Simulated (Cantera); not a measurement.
An isothermal, constant-pressure homogeneous reactor starts with 4.99 % H2, 68.4 % O2, 26.7 % N2, at 950 K and 9.00 Torr.

Detailed kinetics in Cantera: the H2/O2 subset of GRI-Mech 3.0, which has no nitrogen chemistry. Radical loss at walls, strong at low pressure, is not modelled. The temperature is held fixed by assumption; the heat of reaction is taken as removed at once.

x: mole fraction; the columns are a selection and need not sum to one.

```tsv
t (s)	x H2	x O2	x OH	x H2O	x HO2
7.00e-5	0.0499	0.684	<1e-12	<1e-12	4.95e-12
0.000289	0.0499	0.684	4.81e-12	4.46e-12	2.06e-11
0.00119	0.0499	0.684	5.97e-11	1.96e-10	8.84e-11
0.00492	0.0499	0.684	4.88e-8	2.30e-7	(withheld)
0.0203	0.00192	0.663	0.00141	0.0431	(withheld)
0.0837	0.000126	0.674	0.000287	0.0508	(withheld)
0.345	6.65e-6	0.675	6.24e-5	0.0511	(withheld)
1.42	3.87e-7	0.675	1.73e-5	0.0512	(withheld)
5.88	3.43e-8	0.675	6.06e-6	0.0512	(withheld)
24.2	4.99e-9	0.675	2.50e-6	0.0512	(withheld)
100	9.43e-10	0.675	1.12e-6	0.0512	5.16e-10
```

**Question.** What belongs in the gaps?

**Answer.** 
- 0.00492, x HO2: 4.77e-9
- 0.0203, x HO2: 6.15e-6
- 0.0837, x HO2: 3.17e-6
- 0.345, x HO2: 6.58e-7
- 1.42, x HO2: 8.64e-8
- 5.88, x HO2: 1.27e-8
- 24.2, x HO2: 2.34e-9
